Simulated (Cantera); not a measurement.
# Thermodynamics of chlorosilane synthesis and conversion, feed SiCl₄ + Cl₂ + H₂

A closed system holds: 1 mol SiCl₄, a varied amount of Cl₂, 1.2 mol H₂, at 1223.15 K and 49000 Pa.

Equilibrium computed with Cantera from the NASA thermochemical tables; the gas is ideal and each condensed phase is pure. Candidate condensed phases: Si; 19 gas species. The tables' values for SiCl₃ are old estimates; treat these amounts as uncertain. The numbers say what is thermodynamically allowed, not how fast it happens.

| n(Cl₂) (mol) | log p HCl | log p SiCl₄ | log p H₂ | log p Cl₂ | log p SiHCl₃ |
|---|---|---|---|---|---|
| 0.5 | -0.73 | -0.76 | -0.91 | -9.27 | -2.45 |
| 0.65 | -0.64 | -0.77 | -1.04 | -8.98 | -2.68 |
| 0.79 | -0.58 | -0.79 | -1.18 | -8.71 | -2.90 |
| 0.94 | -0.53 | -0.81 | -1.40 | -8.39 | -3.19 |
| 1.1 | -0.49 | -0.83 | -1.84 | -7.86 | -3.69 |
| 1.2 | -0.46 | -0.84 | -4.75 | -4.90 | -6.64 |
| 1.4 | -0.49 | -0.87 | -8.13 | -1.57 | -10.02 |
| 1.5 | -0.50 | -0.88 | -8.31 | -1.41 | -10.21 |
| 1.7 | -0.52 | -0.90 | -8.56 | -1.21 | -10.45 |
| 1.8 | -0.53 | -0.91 | -8.65 | -1.14 | -10.54 |
| 2 | -0.55 | -0.93 | -8.80 | -1.04 | -10.69 |
| 2.1 | -0.56 | -0.94 | -8.86 | -0.99 | -10.75 |
log p: log10 of the partial pressure in bar; nothing condenses.

From 0.5 mol Cl₂ to 2.1 mol Cl₂ nothing is condensed. The main Si-bearing gas is SiCl₄ throughout.
